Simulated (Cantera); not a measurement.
Charge: 1 mol Al, 42 mol N2, 840 mol H2, equilibrated at 58.5 Torr.

Equilibrium computed with Cantera from the NASA thermochemical tables; the gas is ideal and each condensed phase is pure. Candidate condensed phases: Al, AlN; 13 gas species. Rates play no part.

Over these rows the condensed part is AlN(s). Partial pressures as log10 of bar:

```json
[
 {"T (K)": "1548", "1000/T (1/K)": "0.6460", "log p Al": "-8.30", "log p H2": "-1.13", "log p N2": "-2.44"},
 {"T (K)": "1623", "1000/T (1/K)": "0.6161", "log p Al": "?", "log p H2": "-1.13", "log p N2": "-2.44"},
 {"T (K)": "1698", "1000/T (1/K)": "0.5889", "log p Al": "-6.41", "log p H2": "-1.13", "log p N2": "-2.44"},
 {"T (K)": "1773", "1000/T (1/K)": "0.5640", "log p Al": "-5.58", "log p H2": "-1.13", "log p N2": "-2.44"},
 {"T (K)": "1848", "1000/T (1/K)": "0.5411", "log p Al": "-4.83", "log p H2": "-1.13", "log p N2": "-2.43"},
 {"T (K)": "1923", "1000/T (1/K)": "0.5200", "log p Al": "-4.13", "log p H2": "-1.13", "log p N2": "-2.43"}
]
```

Fit log p(Al) = a + b·(1000/T) to the five rows, give the apparent enthalpy, and predict the row at 1623 K.

Means: 1000/T = 0.5720, log p = -5.850. Sxy = -0.313882, Sxx = 0.0094844, so b = -33.09 and a = -5.850 − (-33.09)×0.5720 = 13.08.
Apparent enthalpy: −19.145 × (-33.09) = 634 kJ/mol. With the condensed phases at unit activity, AlN(s) = Al(g) + 1/2 N2(g) links this pressure to the main gases: over the six rows their terms move log p by -0.00 in all, so the slope is close to that reaction's ΔH°. The five rows lie within 0.01 of the line.
Prediction at 1623 K: 13.08 + (-33.09)×0.6161 = -7.31. The computed value is -7.31, 0.00 from the line.
